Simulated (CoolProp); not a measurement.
The numbers come from the reference Helmholtz-energy equation of state, Colonna 2008 in CoolProp. It is a short technical equation, of lower accuracy than the large ones.

Task: For dodecamethylcyclohexasiloxane (D6), give the phase and the cp (kJ/(kg K)), cv (kJ/(kg K)), speed of sound (m/s) at 620 K and 0.304 bar; 620 K and 1.04 bar; 620 K and 3.58 bar.

Result: 
- 620 K and 0.304 bar: gas; cp 1.96, cv 1.94, speed of sound 107
- 620 K and 1.04 bar: gas; cp 1.96, cv 1.94, speed of sound 102
- 620 K and 3.58 bar: gas; cp 2.00, cv 1.95, speed of sound 86.7
